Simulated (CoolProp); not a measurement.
Vapour-liquid equilibrium of R22 (1) + n-pentane (2) at 4.66 bar; x and y are mole fractions of (1).

Values from CoolProp's multi-fluid Helmholtz-energy mixture model, Kamei 1995 and Thol 2019; pair parameters Bell 2016.

```tsv
x	bubble temperature (K)	y at the bubble point	dew temperature at overall composition x (K)	liquid density (mol/L)
0.05	343.2	0.388	360.5	8.084
0.15	315.8	0.739	355.8	8.846
0.25	300.7	0.856	350.8	9.470
0.35	291.9	0.904	345.4	10.04
0.45	286.5	0.929	339.4	10.61
0.55	282.8	0.944	332.5	11.20
0.65	279.9	0.956	324.5	11.85
0.75	277.5	0.966	314.7	12.57
0.85	275.1	0.978	301.5	13.39
0.95	272.5	0.992	281.4	14.35
```

No azeotrope shows between x = 0.05 and 0.95.

The pair parameters rest on a limited set of measurements; away from them the model extrapolates.
